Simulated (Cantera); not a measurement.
Standard-state values (1 bar) from the NASA 1993 polynomials, evaluated with Cantera. Values are per mole of reaction as written; species without (g) are pure solids or liquids, kept so even where they would boil at 1 bar.

Li2O + 2 Cl(g) → 2 LiCl(g) + O(g), with ΔH° = 213.8 kJ and ΔS° = 218.5 J/K at 300 K.

How far is the shortcut ΔG° ≈ ΔH°(300 K) − T·ΔS°(300 K) from the full temperature-dependent value at 1225, 1300, 1375, 1450, 1525, 1600, 1675, 1750, 1825, 1900 K?


```json
[
 {"T (K)": "1225", "shortcut (kJ)": "-53.9", "full (kJ)": "-36.9", "difference (kJ)": "-17.0", "difference in log10 K": "0.72", "condensed phases": "Li2O(s)"},
 {"T (K)": "1300", "shortcut (kJ)": "-70.3", "full (kJ)": "-50.5", "difference (kJ)": "-19.7", "difference in log10 K": "0.79", "condensed phases": "Li2O(s)"},
 {"T (K)": "1375", "shortcut (kJ)": "-86.7", "full (kJ)": "-64.0", "difference (kJ)": "-22.7", "difference in log10 K": "0.86", "condensed phases": "Li2O(s)"},
 {"T (K)": "1450", "shortcut (kJ)": "-103.0", "full (kJ)": "-77.2", "difference (kJ)": "-25.8", "difference in log10 K": "0.93", "condensed phases": "Li2O(s)"},
 {"T (K)": "1525", "shortcut (kJ)": "-119.4", "full (kJ)": "-90.4", "difference (kJ)": "-29.1", "difference in log10 K": "1.00", "condensed phases": "Li2O(s)"},
 {"T (K)": "1600", "shortcut (kJ)": "-135.8", "full (kJ)": "-103.3", "difference (kJ)": "-32.5", "difference in log10 K": "1.06", "condensed phases": "Li2O(s)"},
 {"T (K)": "1675", "shortcut (kJ)": "-152.2", "full (kJ)": "-116.1", "difference (kJ)": "-36.1", "difference in log10 K": "1.13", "condensed phases": "Li2O(s)"},
 {"T (K)": "1750", "shortcut (kJ)": "-168.6", "full (kJ)": "-128.8", "difference (kJ)": "-39.8", "difference in log10 K": "1.19", "condensed phases": "Li2O(s)"},
 {"T (K)": "1825", "shortcut (kJ)": "-185.0", "full (kJ)": "-141.3", "difference (kJ)": "-43.7", "difference in log10 K": "1.25", "condensed phases": "Li2O(s)"},
 {"T (K)": "1900", "shortcut (kJ)": "-201.4", "full (kJ)": "-151.8", "difference (kJ)": "-49.6", "difference in log10 K": "1.36", "condensed phases": "Li2O(l)"}
]
```
The shortcut ignores heat capacities and the phase changes listed.
